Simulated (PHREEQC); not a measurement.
Make-up at 25 °C: 4.6 mol/kgw NaCl, 0.65 mol/kgw SrCl2 and 0.00015 mol/kgw H4SiO4. Closed to the air; pH follows from the charge balance.

The numbers come from PHREEQC with the Pitzer model, pitzer.dat.

The ionic strength comes out as 6.55 mol/kgw. What activity coefficients do Sr+2, Na+, Cl- get?

Sr+2 2.3, Na+ 1.7, Cl- 0.63. Single-ion values are on the MacInnes scale.

Precipitation was switched off in this run. Species that the database lacks are ignored. In brines, pH and single-ion activities rest on the MacInnes convention.
